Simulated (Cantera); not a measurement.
Input (Python, Cantera) and output of one run.

```python
import numpy as np
import cantera as ct

gas_names = [...]  # 113 gases of nasa_gas.yaml made of C, H, O, Ti
cond_names = """
    C(gr) C6H6(L) C7H8(L) C8H18(L),n-octa H2O(s) H2O(L) Ti(a) Ti(b) Ti(L) TiC(s) TiC(L) TiO(a) TiO(b)
    TiO(L) TiO2(ru) TiO2(L) Ti2O3(a) Ti2O3(b) Ti2O3(L) Ti3O5(a) Ti3O5(b) Ti3O5(L) Ti4O7(s) Ti4O7(L)
""".split()


# ... load() reads the species with a 1 bar reference pressure and builds the phases ...
atoms = {
    'Ti(OiPr)4': {'Ti': 1, 'C': 12, 'H': 28, 'O': 4},
    'H2O': {'H': 2, 'O': 1},
    'H2': {'H': 2},
}
top_T = {'C(gr)': 4500}  # K; cautious upper limits of use, not melting points


# ... equilibrate(T, P, feed) seeds the gas with the atoms and calls Mixture.equilibrate('TP', solver="vcs", rtol=1e-11, max_steps=5000) ...
results = []
T = 1125  # K
P = 10000  # Pa
for m in [2.1, 3, 4.3, 6.1, 8.6, 12, 17, 25]:
    feed = {'Ti(OiPr)4': 1, 'H2O': m, 'H2': 2.6}  # mol
    mix = equilibrate(T, P, feed)
    results.append((T, P, feed, dict(zip(mix.species_names, mix.species_moles))))
    x = sorted(zip(gas.X, gas.species_names), reverse=True)
    print(f"T = {T:g} K  P = {P:g} Pa  n(H2O) = {m:g} mol  gas = {mix.phase_moles(0):.4g} mol")
    print("   x: " + "  ".join(f"{s} {v:.3e}" for v, s in x if v > 1e-06))
    print("   condensed (mol): " + ("  ".join(f"{mix.phase(i).name} {mix.phase_moles(i):.4g}"
          for i in range(1, mix.n_phases) if mix.phase_moles(i) > 1e-12) or "none"))
```

Result:

```
T = 1125 K  P = 10000 Pa  n(H2O) = 2.1 mol  gas = 22.73 mol
   x: H2 8.179e-01  CO 1.791e-01  CH4 1.930e-03  H2O 9.418e-04  CO2 1.874e-04
   condensed (mol): C(gr) 7.882  TiO2(ru) 1
T = 1125 K  P = 10000 Pa  n(H2O) = 3 mol  gas = 24.52 mol
   x: H2 7.945e-01  CO 2.024e-01  CH4 1.821e-03  H2O 1.034e-03  CO2 2.394e-04
   condensed (mol): C(gr) 6.987  TiO2(ru) 1
T = 1125 K  P = 10000 Pa  n(H2O) = 4.3 mol  gas = 27.11 mol
   x: H2 7.663e-01  CO 2.306e-01  CH4 1.694e-03  H2O 1.136e-03  CO2 3.109e-04
   condensed (mol): C(gr) 5.693  TiO2(ru) 1
T = 1125 K  P = 10000 Pa  n(H2O) = 6.1 mol  gas = 30.7 mol
   x: H2 7.350e-01  CO 2.618e-01  CH4 1.559e-03  H2O 1.237e-03  CO2 4.007e-04
   condensed (mol): C(gr) 3.902  TiO2(ru) 1
T = 1125 K  P = 10000 Pa  n(H2O) = 8.6 mol  gas = 35.68 mol
   x: H2 7.020e-01  CO 2.947e-01  CH4 1.422e-03  H2O 1.330e-03  CO2 5.078e-04
   condensed (mol): C(gr) 1.415  TiO2(ru) 1
T = 1125 K  P = 10000 Pa  n(H2O) = 12 mol  gas = 40.6 mol
   x: H2 6.688e-01  CO 2.819e-01  H2O 3.565e-02  CO2 1.366e-02  CH4 4.388e-05
   condensed (mol): TiO2(ru) 1
T = 1125 K  P = 10000 Pa  n(H2O) = 17 mol  gas = 45.6 mol
   x: H2 6.214e-01  CO 2.251e-01  H2O 1.155e-01  CO2 3.804e-02  CH4 8.676e-06
   condensed (mol): TiO2(ru) 1
T = 1125 K  P = 10000 Pa  n(H2O) = 25 mol  gas = 53.6 mol
   x: H2 5.556e-01  H2O 2.205e-01  CO 1.645e-01  CO2 5.936e-02  CH4 2.375e-06
   condensed (mol): TiO2(ru) 1
```

Method: chemical equilibrium by Gibbs-energy minimisation in Cantera with the NASA 1993 tables (ideal gas, pure condensed phases). The feed counts by its element totals alone. Gases not in the tables: TiO(OH)2.
